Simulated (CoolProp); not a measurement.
Properties of R134a along the isotherm 143.55 °C.

Model: reference Helmholtz-energy equation of state, Tillner-Roth 1994, in CoolProp.

| p (MPa) | phase | speed of sound (m/s) | Prandtl number | fugacity coefficient |
|---|---|---|---|---|
| 2.54 | gas | 167.3 | [?] | 0.8558 |
| 5.07 | supercritical | [?] | 1.19 | [?] |
| 7.61 | supercritical | 140.6 | 2.13 | 0.5988 |
| 10.1 | supercritical | 192.8 | 2.27 | 0.5094 |
| 12.7 | supercritical | 243.3 | 2.25 | 0.4490 |
| 15.2 | supercritical | [?] | 2.25 | [?] |
| 17.8 | supercritical | 317.9 | 2.27 | 0.3828 |
| 20.3 | supercritical | 347.5 | 2.29 | 0.3640 |

**Question.** What belongs in the gaps?

**Answer.** 
- 2.54, Prandtl number: 0.862
- 5.07, speed of sound (m/s): 140.9
- 5.07, fugacity coefficient: 0.7214
- 15.2, speed of sound (m/s): 282.8
- 15.2, fugacity coefficient: 0.4105

Viscosity comes from a separate model (Huber 2003), an estimate that may be off by 10 % or more. Thermal conductivity comes from a separate model (McLinden 2000), an estimate that may be off by 10 % or more.
